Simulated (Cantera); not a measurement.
Charge: 1 mol trisilylamine, 2.6 mol N₂, equilibrated at 4.58 Torr.

These are equilibrium values from Cantera (NASA tables, ideal gas, pure condensed phases), not measurements of a reactor. Candidate condensed phases: Si, Si₃N₄; 18 gas species. The feed counts by its element totals alone. The tables' values for SiN are old estimates; treat these amounts as uncertain. Gases not in the tables: Si₂H₆ and higher silanes. The numbers say what is thermodynamically allowed, not how fast it happens.

x: gas mole fraction; n: condensed amount in mol.

```json
[
 {"T (K)": "775", "x H₂": "0.804", "x N₂": "0.196", "x H": "1.14e-11", "x Si": "<1e-12", "x SiH": "<1e-12", "x Si₂N": "<1e-12", "n Si₃N₄(s)": "1.00", "n Si(l)": "0"},
 {"T (K)": "925", "x H₂": "0.804", "x N₂": "0.196", "x H": "2.99e-9", "x Si": "<1e-12", "x SiH": "<1e-12", "x Si₂N": "<1e-12", "n Si₃N₄(s)": "1.00", "n Si(l)": "0"},
 {"T (K)": "1075", "x H₂": "0.804", "x N₂": "0.196", "x H": "1.68e-7", "x Si": "<1e-12", "x SiH": "<1e-12", "x Si₂N": "<1e-12", "n Si₃N₄(s)": "1.00", "n Si(l)": "0"},
 {"T (K)": "1225", "x H₂": "0.804", "x N₂": "0.196", "x H": "…", "x Si": "<1e-12", "x SiH": "<1e-12", "x Si₂N": "<1e-12", "n Si₃N₄(s)": "1.00", "n Si(l)": "0"},
 {"T (K)": "1375", "x H₂": "0.804", "x N₂": "0.196", "x H": "3.93e-5", "x Si": "1.30e-9", "x SiH": "5.13e-10", "x Si₂N": "2.55e-12", "n Si₃N₄(s)": "1.00", "n Si(l)": "0"},
 {"T (K)": "1525", "x H₂": "0.803", "x N₂": "0.196", "x H": "0.000271", "x Si": "4.96e-7", "x SiH": "1.01e-7", "x Si₂N": "4.93e-9", "n Si₃N₄(s)": "1.000", "n Si(l)": "0"},
 {"T (K)": "1675", "x H₂": "0.802", "x N₂": "0.196", "x H": "0.00133", "x Si": "6.42e-5", "x SiH": "7.54e-6", "x Si₂N": "2.38e-6", "n Si₃N₄(s)": "1.000", "n Si(l)": "0"},
 {"T (K)": "1825", "x H₂": "0.588", "x N₂": "0.407", "x H": "…", "x Si": "…", "x SiH": "…", "x Si₂N": "…", "n Si₃N₄(s)": "0", "n Si(l)": "2.99"},
 {"T (K)": "1975", "x H₂": "0.578", "x N₂": "0.403", "x H": "0.0133", "x Si": "0.00530", "x SiH": "0.000227", "x Si₂N": "9.77e-5", "n Si₃N₄(s)": "0", "n Si(l)": "2.95"}
]
```

### Question
Some entries are withheld; supply them.

### Answer

- 1825, x H: 0.00432
- 1825, x Si: 0.000746
- 1825, x SiH: 4.74e-5
- 1825, x Si₂N: 2.39e-5
- 1225, x H: 3.58e-6
